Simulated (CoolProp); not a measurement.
Computed with CoolProp (reference Helmholtz-energy equation of state, Zhou 2012).

### Question
For o-xylene, give the phase and the cp (kJ/(kg K)), cv (kJ/(kg K)), speed of sound (m/s), isothermal compressibility (1/MPa) at 342.7 K and 0.964 MPa.

### Answer
- 342.7 K and 0.964 MPa: liquid; cp 1.91, cv 1.50, speed of sound 1180, isothermal compressibility 0.00108
